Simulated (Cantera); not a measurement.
A perfectly stirred reactor is fed with 15.4 % CH₃OH, 17.7 % O₂, 66.9 % N₂, equivalence ratio 1.3, at 9.38 atm; it is adiabatic with a 725 K inlet, and is followed from long to short residence time, starting on the burning branch (τ in s: 0.24, 0.084, 0.03, 0.01, 0.0037, 0.0013, 0.00046, 0.00016, 5.7e-05, 2e-05).

Model: GRI-Mech 3.0 (53 species, 325 reactions), integrated in Cantera. GRI-Mech 3.0 was tuned for natural gas; its chemistry of methanol as a main component is partial and can be far from experiment.

**Question.** Predict: blow-out, bracketed by the residence times tried; x(CH₃OH) at τ = 0.240 s; x(O₂) at τ = 0.240 s; x(H₂O₂) at τ = 0.240 s; x(NO) at τ = 0.240 s; x(CH₃OH) at τ = 1.30 ms; x(O₂) at τ = 1.30 ms; x(H₂O₂) at τ = 1.30 ms; x(NO) at τ = 1.30 ms.

**Answer.** 
* **blow-out, bracketed by the residence times tried**: burning at 20.0 µs, the shortest tried
* **x(CH₃OH) at τ = 0.240 s**: 7.64e-8
* **x(O₂) at τ = 0.240 s**: 6.36e-5
* **x(H₂O₂) at τ = 0.240 s**: 3.16e-8
* **x(NO) at τ = 0.240 s**: 0.000269
* **x(CH₃OH) at τ = 1.30 ms**: 7.14e-6
* **x(O₂) at τ = 1.30 ms**: 0.000604
* **x(H₂O₂) at τ = 1.30 ms**: 1.63e-7
* **x(NO) at τ = 1.30 ms**: 0.000237
